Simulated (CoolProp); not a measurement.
The numbers come from the reference Helmholtz-energy equation of state, Wagner 2002 in CoolProp.

Q: For water, give the phase and the cv (kJ/(kg K)), speed of sound (m/s), isothermal compressibility (1/MPa), conductivity (mW/(m K)) at 436.2 K and 5.03 bar; 436.2 K and 68.9 bar.

A: 
- 436.2 K and 5.03 bar: gas; cv 1.68, speed of sound 502, isothermal compressibility 2.08, conductivity 31.5
- 436.2 K and 68.9 bar: liquid; cv 3.46, speed of sound 1450, isothermal compressibility 0.000651, conductivity 682

Thermal conductivity comes from a separate model (Huber 2012).
